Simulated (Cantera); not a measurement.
A closed system holds: 1 mol Hg, 0.17 mol O2, 0.25 mol H2, equilibrated at 0.210 bar.

Method: chemical equilibrium by Gibbs-energy minimisation in Cantera with the NASA 1993 tables (ideal gas, pure condensed phases). Candidate condensed phases: H2O, Hg, HgO; 10 gas species. The numbers say what is thermodynamically allowed, not how fast it happens. All values below are at 1177 °C.

Base state: Hg 0.772, H2O 0.193, O2 0.0347, OH 6.53e-5 (mole fractions); condensed: gas only.

Q: What changes in the equilibrium state with this change: H2 from 0.25 to 0.12 mol?

A: 
| species | before | after |
|---|---|---|
| Hg | 0.772 | 0.813 |
| H2O | 0.193 | 0.0975 |
| O2 | 0.0347 | 0.0894 |
| OH | 6.53e-5 | 5.88e-5 |
